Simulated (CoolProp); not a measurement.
Sulfur dioxide along the isobar 2.7 MPa: Z from the reference equation and from simpler models built on Tc = 157.5 °C, pc = 7.887 MPa, ω = 0.256; each cubic takes its own stable root.

Values from CoolProp's reference Helmholtz-energy equation of state, Gao 2016.

```csv
T (°C),phase,reference
63.65,liquid,0.04922
73.25,liquid,0.04916
82.85,liquid,0.04927
92.45,liquid,0.04961
102.05,gas,0.7595
111.65,gas,0.7876
121.35,gas,0.8107
130.95,gas,0.8298
140.55,gas,0.8460
150.15,gas,0.8601
159.75,gas,0.8723
169.35,gas,0.8831
```

### Question
How far does each simpler model (van der Waals, Redlich-Kwong, Soave-Redlich-Kwong) lie from the reference over these 12 states: mean and median of the absolute difference, and the worst?

### Answer
- van der Waals: mean 508.3 %, median 6.6 %, worst +1555.7 % at 92.45 °C and 2.7 MPa
- Redlich-Kwong: mean 127.8 %, median 2.8 %, worst +1462.6 % at 92.45 °C and 2.7 MPa
- Soave-Redlich-Kwong: mean 5.3 %, median 1.6 %, worst +15.1 % at 92.45 °C and 2.7 MPa

At some of these states van der Waals, Redlich-Kwong gives the other phase, because its saturation line lies elsewhere.
